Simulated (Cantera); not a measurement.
Charge: 1 mol CH4, 0.14 mol NH3, 6 mol N2, equilibrated at 2873 K and 10.0 mbar.

Method: chemical equilibrium by Gibbs-energy minimisation in Cantera with the NASA 1993 tables (ideal gas, pure condensed phases). Candidate condensed phases: C, C6H6, C7H8, C8H18; 92 gas species. Rates play no part.

Base state: N2 0.596, H 0.273, H2 0.0673, HCN 0.0319, CN 0.0117, C3 0.00757, HNC 0.00541, C2H2 (acetylene) 0.00285 (mole fractions); condensed: C(graphite).

### Question
What changes in the equilibrium state with this change: temperature from 2873 K to 1573 K?

### Answer
```json
[
 {"species": "N2", "before": "0.596", "after": "0.733"},
 {"species": "H2", "before": "0.0673", "after": "0.266"},
 {"species": "HCN", "before": "0.0319", "after": "0.000763"},
 {"species": "H", "before": "0.273", "after": "0.000210"},
 {"species": "CN", "before": "0.0117", "after": "3.96e-9"},
 {"species": "C3", "before": "0.00757", "after": "<1e-9"},
 {"species": "C2H", "before": "0.00164", "after": "<1e-9"},
 {"species": "C", "before": "0.00143", "after": "<1e-9"},
 {"species": "C2", "before": "0.000750", "after": "<1e-9"},
 {"species": "C(graphite), mol", "before": "0.168", "after": "0.993"}
]
```
